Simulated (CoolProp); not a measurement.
R21 along the isobar 2.5 MPa: fugacity coefficient from the reference equation and from simpler models built on Tc = 452.7 K, pc = 5.289 MPa, ω = 0.206; each cubic takes its own stable root.

The numbers come from the reference Helmholtz-energy equation of state, Platzer 1990 in CoolProp. This equation is an older, rougher fit; its heat capacities, sound speeds and derivatives of the liquid may be far off and weren't checked against measurements.

| T (K) | phase | reference | van der Waals | Soave-Redlich-Kwong | Peng-Robinson |
|---|---|---|---|---|---|
| 282.7 | liquid | 0.04325 | 0.2293 | 0.04351 | 0.04363 |
| 307.8 | liquid | 0.1004 | 0.3439 | 0.1014 | 0.1004 |
| 332.9 | liquid | 0.1981 | 0.4822 | 0.2014 | 0.1976 |
| 358 | liquid | 0.3447 | 0.6399 | 0.3522 | 0.3440 |
| 383.1 | liquid | 0.5425 | 0.7896 | 0.5556 | 0.5414 |
| 408.2 | gas | 0.7710 | 0.8201 | 0.7799 | 0.7649 |
| 433.3 | gas | 0.8157 | 0.8447 | 0.8187 | 0.8037 |
| 458.4 | gas | 0.8495 | 0.8648 | 0.8494 | 0.8347 |

At some of these states van der Waals gives the other phase, because its saturation line lies elsewhere.
